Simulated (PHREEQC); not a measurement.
Make-up at 15 °C: 0.029 mol KH2PO4, 0.014 mol Na2HPO4 and 0.081 mol NaCl per kg of water. Closed to the air; pH follows from the charge balance.

The numbers come from PHREEQC with the ion-association model, phreeqc.dat.

No solid was allowed to form.

Task: What pH does the model give?

Result: pH 6.52.

Task: In which forms is P present?

Result: H2PO4- 67 %, HPO4-2 30 %, NaHPO4- 2.1 %, KHPO4- 0.5 % of the P.

Complexes and solids missing from the database can't appear.
